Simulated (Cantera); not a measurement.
What does this Cantera script print?

```python
import numpy as np
import cantera as ct

gas_names = """
    C CH CH2 CH3 CH2OH CH3O CH4 CH3OH CO CO2 COOH C2 C2H CHCO,ketyl C2H2,acetylene C2H2,vinylidene
    CH2CO,ketene C2H3,vinyl CH3CO,acetyl C2H4 C2H4O,ethylen CH3CHO,ethanal CH3COOH (HCOOH)2 C2H5 C2H6
    CH3OCH3 C2H5OH C2O C3 C3H3,propargyl C3H4,allene C3H4,propyne C3H4,cyclo- C3H5,allyl C3H6,propylene
    C3H6,cyclo- C3H6O C3H7,n-propyl C3H7,i-propyl C3H8 C3H8O,1propanol C3H8O,2propanol C3O2 C4 C4H2
    C4H4,1,3-cyclo- C4H6,butadiene C4H6,2-butyne C4H6,cyclo- C4H8,1-butene C4H8,cis2-buten
    C4H8,tr2-butene C4H8,isobutene C4H8,cyclo- (CH3COOH)2 C4H9,n-butyl C4H9,i-butyl C4H9,s-butyl
    C4H9,t-butyl C4H10,isobutane C4H10,n-butane C5 C5H6,1,3cyclo- C5H8,cyclo- C5H10,1-pentene
    C5H10,cyclo- C5H11,pentyl C5H11,t-pentyl C5H12,n-pentane C5H12,i-pentane CH3C(CH3)2CH3 C6H2
    C6H5,phenyl C6H5O,phenoxy C6H6 C6H5OH,phenol C6H10,cyclo- C6H12,1-hexene C6H12,cyclo- C6H13,n-hexyl
    C7H7,benzyl C7H8 C7H8O,cresol C7H14,1-heptene C7H15,n-heptyl C7H16,n-heptane C8H8,styrene
    C8H10,ethylbenz C8H16,1-octene C8H17,n-octyl C8H18,isooctane C8H18,n-octane C9H19,n-nonyl
    C10H8,naphthale C10H21,n-decyl C12H9,o-bipheny C12H10,bipheny H HCO HO2 H2 HCHO,formaldehy HCOOH H2O
    H2O2 O OH O2 O3 Si SiC SiC2 SiC4H12 SiH SiH2 SiH3 SiH4 SiO SiO2 Si2 Si2C Si3
""".split()
cond_names = """
    C(gr) C6H6(L) C7H8(L) C8H18(L),n-octa H2O(s) H2O(L) Si(cr) Si(L) SiC(b) SiO2(Lqz) SiO2(hqz) SiO2(L)
""".split()


def load(file, names, dense=False):
    # The tables refer to 1 bar. Condensed volumes are neglected.
    table = {s.name: s for s in ct.Species.list_from_file(file)}
    out = []
    for n in names:
        d = dict(table[n].input_data)
        d["thermo"] = dict(d["thermo"], **{"reference-pressure": 1e5})
        if dense:
            d["equation-of-state"] = {"model": "constant-volume", "density": "1e6 g/cm^3"}
        out.append(ct.Species.from_dict(d))
    return out


gas = ct.Solution(thermo="ideal-gas", species=load("nasa_gas.yaml", gas_names))
cond = {s.name: ct.Solution(thermo="fixed-stoichiometry", species=[s], name=s.name)
        for s in load("nasa_condensed.yaml", cond_names, dense=True)}
atoms = {
    'SiC': {'Si': 1, 'C': 1},
    'O2': {'O': 2},
    'H2': {'H': 2},
}
top_T = {'C(gr)': 4500, 'SiC(b)': 3050}  # K; cautious upper limits of use, not melting points


def equilibrate(T, P, feed):
    n = {}
    for name, mol in feed.items():
        for a, k in atoms[name].items():
            n[a] = n.get(a, 0.0) + k * mol
    gas.TPX = T, P, n
    mass = sum(n.values()) * gas.mean_molecular_weight
    gas.equilibrate("TP")
    valid = [c for c in cond.values() if c.min_temp <= T <= top_T.get(c.name, c.max_temp)]
    mix = ct.Mixture([(gas, mass / gas.mean_molecular_weight)] + [(c, 0.0) for c in valid])
    mix.T, mix.P = T, P
    mix.equilibrate("TP", solver="vcs", rtol=1e-11, max_steps=5000)
    return mix


results = []
feed = {'SiC': 1, 'O2': 0.14, 'H2': 11}  # mol
P = 0.1  # Pa
for T in [1048, 1098, 1148, 1198, 1248, 1298, 1348]:
    mix = equilibrate(T, P, feed)
    results.append((T, P, feed, dict(zip(mix.species_names, mix.species_moles))))
    x = sorted(zip(gas.X, gas.species_names), reverse=True)
    print(f"T = {T:g} K  P = {P:g} Pa  gas = {mix.phase_moles(0):.4g} mol")
    print("   x: " + "  ".join(f"{s} {v:.3e}" for v, s in x if v > 0.0001))
    print("   condensed (mol): " + ("  ".join(f"{mix.phase(i).name} {mix.phase_moles(i):.4g}"
          for i in range(1, mix.n_phases) if mix.phase_moles(i) > 1e-12) or "none"))
```

Result:

```
T = 1048 K  P = 0.1 Pa  gas = 11.1 mol
   x: H2 9.911e-01  CO 8.530e-03  SiO 3.633e-04
   condensed (mol): SiC(b) 0.9053  SiO2(hqz) 0.09065
T = 1098 K  P = 0.1 Pa  gas = 11.16 mol
   x: H2 9.858e-01  CO 9.814e-03  SiO 4.350e-03
   condensed (mol): SiC(b) 0.8905  SiO2(hqz) 0.06098
T = 1148 K  P = 0.1 Pa  gas = 11.28 mol
   x: H2 9.751e-01  CO 1.241e-02  SiO 1.241e-02
   condensed (mol): SiC(b) 0.86
T = 1198 K  P = 0.1 Pa  gas = 11.28 mol
   x: H2 9.750e-01  CO 1.241e-02  SiO 1.241e-02  H 1.877e-04
   condensed (mol): SiC(b) 0.86
T = 1248 K  P = 0.1 Pa  gas = 11.28 mol
   x: H2 9.747e-01  CO 1.241e-02  SiO 1.241e-02  H 4.611e-04
   condensed (mol): SiC(b) 0.86
T = 1298 K  P = 0.1 Pa  gas = 11.29 mol
   x: H2 9.741e-01  CO 1.241e-02  SiO 1.240e-02  H 1.058e-03
   condensed (mol): SiC(b) 0.86
T = 1348 K  P = 0.1 Pa  gas = 11.29 mol
   x: H2 9.729e-01  CO 1.241e-02  SiO 1.239e-02  H 2.282e-03
   condensed (mol): SiC(b) 0.8599
```

Method: chemical equilibrium by Gibbs-energy minimisation in Cantera with the NASA 1993 tables (ideal gas, pure condensed phases). Mutual solubility and eutectic melting of coexisting phases are not modelled.
